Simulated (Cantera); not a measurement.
Diamond growth

A diamond (100) surface in a fixed gas of H2 with x(CH4) = 0.013, x(H) = 0.00025, at 1125 K, 0.0260 bar; coverages are run to steady state.

Model: the Harris–Goodwin 1993 mechanism for the reconstructed diamond (100) surface, integrated in Cantera.

```tsv
x(CH3)	growth (µm/h)	θ c6HH	θ c6H*	θ c6*H	θ c6**	θ c6HM
1e-06	0.00121	0.544	0.0279	0.417	0.0109	4.11e-5
2.1e-06	0.00253	0.544	0.0279	0.417	0.0109	8.63e-5
4.3e-06	0.00518	0.544	0.0279	0.417	0.0108	0.000177
8.9e-06	0.0107	0.544	0.0279	0.417	0.0108	0.000365
1.8e-05	0.0216	0.543	0.0278	0.417	0.0108	0.000737
3.8e-05	0.0452	0.542	0.0278	0.416	0.0106	0.00155
7.9e-05	0.0924	0.541	0.0277	0.415	0.0104	0.00319
0.00016	0.182	0.538	0.0275	0.412	0.00988	0.00637
0.00034	0.363	0.532	0.0272	0.407	0.00895	0.0131
```
θ: site fractions in the mechanism's names (c6HH fully hydrogenated, c6H* and c6*H radical sites, c6** diradical, c6HM methylated).
